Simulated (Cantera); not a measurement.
# Equilibrium for hydrogen reduction and annealing atmospheres: Ta₂O₅ + H₂

Feed: 1 mol Ta₂O₅, 780 mol H₂, at 5.50 mbar.

These are equilibrium values from Cantera (NASA tables, ideal gas, pure condensed phases), not measurements of a reactor. Candidate condensed phases: H₂O, Ta, Ta₂O₅; 12 gas species. Mutual solubility and eutectic melting of coexisting phases are not modelled. Condensed phases not in the tables: N, O or C dissolved in the metal. The numbers say what is thermodynamically allowed, not how fast it happens.

From 527 °C to 727 °C the condensed part is Ta₂O₅(s). From 827 °C to 1727 °C the condensed part is Ta(s) + Ta₂O₅(s). At 1827 °C the condensed part is Ta(s) + Ta₂O₅(l).

```csv
T (°C),x H₂,x H,x H₂O,x TaO₂,x TaO,x OH,n Ta₂O₅(s),n Ta(s),n Ta₂O₅(l)
527,1.00,3.91e-11,1.64e-9,<1e-12,<1e-12,<1e-12,1.00,0,0
627,1.00,1.58e-9,2.35e-8,<1e-12,<1e-12,<1e-12,1.000,0,0
727,1.00,3.06e-8,1.94e-7,<1e-12,<1e-12,<1e-12,1.000,0,0
827,1.000,3.49e-7,1.07e-6,<1e-12,<1e-12,<1e-12,1.000,0.000335,0
927,1.000,2.66e-6,4.41e-6,<1e-12,<1e-12,<1e-12,0.999,0.00138,0
1027,1.000,1.49e-5,1.44e-5,<1e-12,<1e-12,2.81e-12,0.998,0.00450,0
1127,1.000,6.56e-5,3.95e-5,5.08e-11,1.15e-11,5.15e-11,0.994,0.0123,0
1227,1.000,0.000237,9.39e-5,1.52e-9,3.27e-10,6.37e-10,0.985,0.0293,0
1327,0.999,0.000733,0.000199,2.93e-8,6.07e-9,5.72e-9,0.969,0.0622,0
1427,0.998,0.00198,0.000384,3.94e-7,7.93e-8,3.95e-8,0.940,0.120,0
1527,0.994,0.00481,0.000685,3.93e-6,7.73e-7,2.19e-7,0.892,0.213,0
1627,0.988,0.0106,0.00114,3.05e-5,5.90e-6,1.01e-6,0.810,0.350,0
1727,0.976,0.0217,0.00179,0.000191,3.66e-5,3.96e-6,0.651,0.518,0
1827,0.955,0.0411,0.00257,0.000943,0.000184,1.32e-5,0,0.587,0.257
```
x: gas mole fraction; n: condensed amount in mol.
